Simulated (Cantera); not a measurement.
Input: 1 mol Fe, 0.73 mol NH3, 68 mol H2, 0.055 mol SO2, held at 1300 °C and 1 atm.

These are equilibrium values from Cantera (NASA tables, ideal gas, pure condensed phases), not measurements of a reactor. Candidate condensed phases: Fe, FeO, Fe(OH)2, Fe(OH)3, FeS, FeSO4, FeS2, Fe2O3, Fe2(SO4)3, Fe3O4, H2O, H2SO4, S; 38 gas species. Kinetics and transport are ignored.

Base state: H2 0.992, N2 0.00525, H2O 0.00158, H2S 0.000785, H 4.02e-5 (mole fractions); condensed: Fe(γ).

**Question.** What changes in the equilibrium state with this change: NH3 from 0.73 to 0.16 mol?

**Answer.** 
| species | before | after |
|---|---|---|
| H2 | 0.992 | 0.996 |
| H2O | 0.00158 | 0.00161 |
| N2 | 0.00525 | 0.00117 |
| H2S | 0.000785 | 0.000798 |
| H | 4.02e-5 | 4.03e-5 |
| Fe(γ), mol | 1.000 | 1.000 |
